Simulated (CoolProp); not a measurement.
Values from CoolProp's reference Helmholtz-energy equation of state, Smukala 2000.

Problem. Give the vapour pressure (MPa), liquid density (kg/m³), enthalpy of vaporisation (kJ/kg), liquid cp (kJ/(kg K)) of saturated ethylene at 180.1 K.

Solution. 
```csv
T (K),p (MPa),liquid density (kg/m³),enthalpy of vaporisation (kJ/kg),liquid cp (kJ/(kg K))
180.1,0.183,552,466,2.44
```
